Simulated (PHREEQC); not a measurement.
A PHREEQC speciation (ion-association model, phreeqc.dat) at 25 °C gives pH 4.43 and these molalities:

```json
[
 {"species": "CuSO4", "mol/kgw": "0.105"},
 {"species": "SO4-2", "mol/kgw": "0.0963"},
 {"species": "Cu+2", "mol/kgw": "0.0950"},
 {"species": "Mn+2", "mol/kgw": "0.000866"},
 {"species": "Li+", "mol/kgw": "0.000855"},
 {"species": "MnSO4", "mol/kgw": "0.000834"},
 {"species": "HSO4-", "mol/kgw": "0.000108"},
 {"species": "LiSO4-", "mol/kgw": "8.46e-5"},
 {"species": "Cu2(OH)2+2", "mol/kgw": "7.26e-5"},
 {"species": "H+", "mol/kgw": "4.79e-5"},
 {"species": "CuOH+", "mol/kgw": "1.03e-5"},
 {"species": "Cu(OH)2", "mol/kgw": "3.53e-7"}
]
```

Q: What are the element totals, and what could have been dissolved in 1 kg of water to give them?

A: Several could match; the one computed here: totals Cu(2) 0.200, Li 0.000940, Mn(2) 0.00170, S(6) 0.202 mol/kgw, from 0.2 mol/kgw CuSO4, 0.00047 mol/kgw Li2SO4 and 0.0017 mol/kgw MnSO4.

This is a speciation only: nothing precipitates in the calculation. Complexes and solids missing from the database can't appear.
